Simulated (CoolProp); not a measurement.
Properties of sulfur hexafluoride along the isobar 2.03 MPa (Tc = 45.6 °C, pc = 3.755 MPa, ω = 0.210).

Values from CoolProp's reference Helmholtz-energy equation of state, Guder 2009.

| T (°C) | phase | density (kg/m³) | cp (kJ/(kg K)) | Joule-Thomson coefficient (K/MPa) | viscosity (µPa s) | Prandtl number | fugacity coefficient |
|---|---|---|---|---|---|---|---|
| 4.15 | liquid | 1539 | 1.049 | (withheld) | 176 | 3.03 | 0.5692 |
| 27.75 | gas | 164.8 | 0.9070 | 13.68 | 16.8 | 0.954 | 0.7838 |
| 51.25 | gas | 137.0 | 0.8267 | 9.398 | 17.5 | 0.860 | 0.8331 |
| 74.85 | gas | 120.2 | 0.8167 | 7.144 | (withheld) | (withheld) | 0.8687 |
| 98.45 | gas | 108.2 | 0.8240 | 5.714 | (withheld) | (withheld) | 0.8956 |
| 121.95 | gas | 99.04 | 0.8368 | 4.719 | 20.5 | (withheld) | 0.9162 |
| 145.55 | gas | 91.59 | (withheld) | 3.980 | 21.4 | 0.769 | 0.9325 |
| 169.05 | gas | 85.40 | 0.8659 | 3.412 | 22.4 | 0.758 | 0.9455 |
| 192.65 | gas | 80.11 | 0.8800 | 2.959 | 23.3 | 0.750 | 0.9560 |
| 216.15 | gas | 75.55 | 0.8932 | 2.592 | 24.2 | 0.744 | 0.9646 |
| 239.75 | gas | 71.53 | 0.9056 | 2.286 | 25.1 | 0.738 | 0.9716 |

Question: What belongs in the gaps?

Answer: 
- 4.15, Joule-Thomson coefficient (K/MPa): 0.2497
- 74.85, viscosity (µPa s): 18.5
- 74.85, Prandtl number: 0.822
- 98.45, viscosity (µPa s): 19.5
- 98.45, Prandtl number: 0.799
- 121.95, Prandtl number: 0.782
- 145.55, cp (kJ/(kg K)): 0.8513

Viscosity comes from a separate model (Quiñones-Cisneros 2012). Thermal conductivity comes from a separate model (Assael 2012).
